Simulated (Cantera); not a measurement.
A Cantera script and its output.

```python
import numpy as np
import cantera as ct

gas = ct.Solution("gri30.yaml", transport_model="multicomponent")
show = ['C2H2', 'N2', 'CH4']

rows = []
print(f"{'T/K':>7s}{'rho':>11s}{'cp':>10s}{'mu':>11s}{'lambda':>11s}{'Pr':>7s}" + "".join(f"{'D_' + s:>11s}" for s in show))
for T in [400, 500, 600, 700, 800, 900, 1000, 1100, 1200]:
    gas.TPX = T, 6400, {'H2': 0.35, 'C2H2': 0.2, 'C2H4': 0.79, 'NH3': 0.25}
    Pr = gas.cp_mass * gas.viscosity / gas.thermal_conductivity
    D = [gas.mix_diff_coeffs_mole[gas.species_index(s)] for s in show]
    rows.append([gas.density, gas.cp_mass, gas.viscosity, gas.thermal_conductivity, Pr, *D])
    print(f"{T:7g}{gas.density:11.4e}{gas.cp_mass:10.1f}{gas.viscosity:11.4e}"
          f"{gas.thermal_conductivity:11.4e}{Pr:7.3f}" + "".join(f"{d:11.4e}" for d in D))
print("SI units: kg/m3, J/kg/K, Pa s, W/m/K, m2/s")
```

Result:

```
    T/K        rho        cp         mu     lambda     Pr     D_C2H2       D_N2      D_CH4
    400 3.9133e-02    2212.9 1.3764e-05 5.5556e-02  0.548 4.5229e-04 5.5453e-04 5.8323e-04
    500 3.1306e-02    2502.0 1.6810e-05 7.2906e-02  0.577 6.8498e-04 8.2575e-04 8.7491e-04
    600 2.6089e-02    2759.9 1.9638e-05 9.0645e-02  0.598 9.5439e-04 1.1367e-03 1.2106e-03
    700 2.2362e-02    2977.9 2.2282e-05 1.0836e-01  0.612 1.2575e-03 1.4844e-03 1.5868e-03
    800 1.9566e-02    3159.2 2.4769e-05 1.2586e-01  0.622 1.5920e-03 1.8668e-03 2.0011e-03
    900 1.7392e-02    3318.6 2.7123e-05 1.4323e-01  0.628 1.9561e-03 2.2819e-03 2.4513e-03
   1000 1.5653e-02    3482.7 2.9362e-05 1.6101e-01  0.635 2.3483e-03 2.7282e-03 2.9356e-03
   1100 1.4230e-02    3615.5 3.1501e-05 1.7828e-01  0.639 2.7673e-03 3.2047e-03 3.4528e-03
   1200 1.3044e-02    3734.7 3.3553e-05 1.9531e-01  0.642 3.2120e-03 3.7102e-03 4.0015e-03
SI units: kg/m3, J/kg/K, Pa s, W/m/K, m2/s
```

Cantera simulation using GRI-Mech 3.0 (53 species, 325 reactions); the numbers are that mechanism's predictions, not measurements. Polar gases are described roughly by these parameters. The composition is frozen, though it would react at the higher temperatures.
